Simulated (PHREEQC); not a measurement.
A solution holds 0.0064 mol/kgw NaH2PO4 and 6.6e-05 mol/kgw K2HPO4, at 20 °C. Closed to the air; pH follows from the charge balance.

Model: ion-association model, phreeqc.dat, run in PHREEQC.

Precipitation was switched off in this run.

Problem. Estimate the pH, ionic strength, specific conductance.

Solution. pH 5.19; ionic strength 0.00662 mol/kgw; specific conductance 454 µS/cm.

Problem. In which forms is P present?

Solution. H2PO4- 99 %, HPO4-2 1.2 % of the P.
